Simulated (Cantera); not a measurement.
Charge: 1 mol SiCl4, 1.3 mol Cl2, 3.3 mol H2, held at 1100 K and 0.100 bar.

Method: chemical equilibrium by Gibbs-energy minimisation in Cantera with the NASA 1993 tables (ideal gas, pure condensed phases). Candidate condensed phases: Si; 19 gas species. The tables' values for SiCl3 are old estimates; treat these amounts as uncertain. Rates play no part.

Base state: HCl 0.467, H2 0.355, SiCl4 0.176, SiHCl3 0.00197, SiCl3 0.000585, SiCl2 2.71e-5 (mole fractions); condensed: gas only.

Q: What changes in the equilibrium state with this change: SiCl4 replaced by Si?

A: 
```
species       before    after
----------  --------  -------
H2             0.355    0.791
SiCl4          0.176    0.121
HCl            0.467   0.0433
SiHCl3       0.00197   0.0325
SiH2Cl2      2.65e-6  0.00105
SiCl2        2.71e-5  0.00482
SiCl3       0.000585  0.00646
Si(s), mol         0    0.343
```

Q: What changes in the equilibrium state with this change: Cl2 from 1.3 to 1.8 mol?

A: 
```json
[
 {"species": "HCl", "before": "0.467", "after": "0.591"},
 {"species": "H2", "before": "0.355", "after": "0.245"},
 {"species": "SiCl4", "before": "0.176", "after": "0.163"},
 {"species": "SiCl2", "before": "2.71e-5", "after": "1.08e-5"},
 {"species": "SiHCl3", "before": "0.00197", "after": "0.000992"}
]
```

Q: What changes in the equilibrium state with this change: Cl2 from 1.3 to 2.7 mol?

A: 
| species | before | after |
|---|---|---|
| HCl | 0.467 | 0.772 |
| SiCl4 | 0.176 | 0.142 |
| H2 | 0.355 | 0.0854 |
| SiCl2 | 2.71e-5 | 1.93e-6 |
| SiHCl3 | 0.00197 | 0.000233 |
